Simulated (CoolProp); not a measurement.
Vapour-liquid equilibrium of C3F8 (R218) (1) + c-C4F8 (RC318) (2) at 311.9 K; x and y are mole fractions of (1).

Values from CoolProp's multi-fluid Helmholtz-energy mixture model, Lemmon 2006 and Platzer 1990; pair parameters Bell 2016. This equation is an older, rougher fit; its heat capacities, sound speeds and derivatives of the liquid may be far off and weren't checked against measurements.

Question: Give the bubble pressure and the first vapour's composition at x = 0.45, 0.65, 0.75. Is there an azeotrope?

Answer: x = 0.45: 0.6914 MPa, y = 0.628; x = 0.65: 0.8654 MPa, y = 0.812; x = 0.75: 0.9639 MPa, y = 0.879. No azeotrope shows between x = 0.05 and 0.95.

The pair parameters rest on a limited set of measurements; away from them the model extrapolates.
